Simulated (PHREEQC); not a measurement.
A solution holds 29 mmol/kgw KH2PO4, 0.57 mmol/kgw NaOH and 3.8 mmol/kgw KCl, at 20 °C. Closed to the air; pH follows from the charge balance.

Computed with PHREEQC (ion-association model, phreeqc.dat).

Each row changes one thing in this solution. This is a speciation only: nothing precipitates in the calculation.

```
case                                             pH  ionic strength (mol/kgw)
--------------------------------------------  -----  ------------------------
as made                                        5.31                    0.0339
KH2PO4 left out                               10.89                   0.00437
NaOH replaced by Na2SO4 at the same molality   4.59                    0.0345
diluted 2-fold with water                      5.37                    0.0170
NaOH from 0.00057 to 0.00285 mol/kgw           6.02                    0.0383
KCl replaced by KHF2 at the same molality      3.53                    0.0337
diluted 5-fold with water                      5.43                   0.00680
```
